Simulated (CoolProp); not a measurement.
R1224YDZ along the isotherm 473.1 K: density (kg/m³) from the reference equation and from simpler models built on Tc = 428.7 K, pc = 33.34 bar, ω = 0.325; each cubic takes its own stable root.

Values from CoolProp's reference Helmholtz-energy equation of state, Akasaka 2023.

```tsv
p (bar)	phase	reference
3.57	gas	13.84
7.14	gas	28.49
10.7	gas	43.99
14.3	gas	60.72
17.9	gas	78.66
21.4	gas	97.46
25	gas	118.4
28.6	gas	141.3
32.1	gas	165.8
35.7	supercritical	193.7
39.3	supercritical	225.0
42.9	supercritical	260.6
46.4	supercritical	300.7
50	supercritical	349.4
```

Q: How far does each simpler model (ideal gas, van der Waals, Redlich-Kwong, Peng-Robinson) lie from the reference over these 14 states: mean and median of the absolute difference, and the worst?

A: 
- ideal gas: mean 22.8 %, median 21.9 %, worst -46.0 % at 473.1 K and 50 bar
- van der Waals: mean 4.9 %, median 1.0 %, worst +19.1 % at 473.1 K and 50 bar
- Redlich-Kwong: mean 3.3 %, median 2.0 %, worst +9.4 % at 473.1 K and 50 bar
- Peng-Robinson: mean 1.9 %, median 2.0 %, worst +3.2 % at 473.1 K and 39.3 bar
